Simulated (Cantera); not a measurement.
Feed: 1 mol SiCl₄, 200 mol H₂, 0.052 mol HCl, at 7700 Pa.

Equilibrium computed with Cantera from the NASA thermochemical tables; the gas is ideal and each condensed phase is pure. Candidate condensed phases: Si; 19 gas species. The tables' values for SiCl₃ are old estimates; treat these amounts as uncertain. Equilibrium is a limit: real reactors are often held back by kinetics, nucleation or transport.

log p: log10 of the partial pressure in bar; n: condensed amount in mol.

```csv
T (K),log p H₂,log p HCl,log p SiCl₄,log p SiHCl₃,log p SiCl₂,log p SiH₂Cl₂,n Si(s)
875,-1.12,-3.68,-3.69,-3.79,-6.13,-4.93,0.000830
925,-1.12,-3.46,-3.74,-3.84,-5.64,-4.94,0.0978
975,-1.12,-3.28,-3.82,(withheld),-5.23,-4.97,0.226
1025,-1.12,-3.13,-3.96,(withheld),-4.88,-5.03,0.378
1075,-1.12,-3.01,-4.16,(withheld),-4.61,-5.12,0.533
1125,-1.12,-2.93,-4.45,(withheld),-4.42,-5.26,0.661
1175,-1.12,-2.89,-4.83,(withheld),-4.30,-5.44,0.743
1225,-1.12,-2.87,-5.26,(withheld),-4.23,-5.65,0.782
1275,-1.12,-2.86,-5.69,(withheld),-4.19,-5.86,0.797
1325,-1.12,-2.86,-6.11,(withheld),-4.16,-6.06,0.799
1375,-1.12,-2.86,-6.51,(withheld),-4.14,-6.26,0.797
1425,-1.12,-2.86,-6.88,(withheld),-4.12,-6.44,0.792
```

**Question.** Fill in the missing entries.

**Answer.** 
- 975, log p SiHCl₃: -3.91
- 1025, log p SiHCl₃: -4.02
- 1075, log p SiHCl₃: -4.18
- 1125, log p SiHCl₃: -4.40
- 1175, log p SiHCl₃: -4.69
- 1225, log p SiHCl₃: -5.02
- 1275, log p SiHCl₃: -5.35
- 1325, log p SiHCl₃: -5.67
- 1375, log p SiHCl₃: -5.97
- 1425, log p SiHCl₃: -6.25
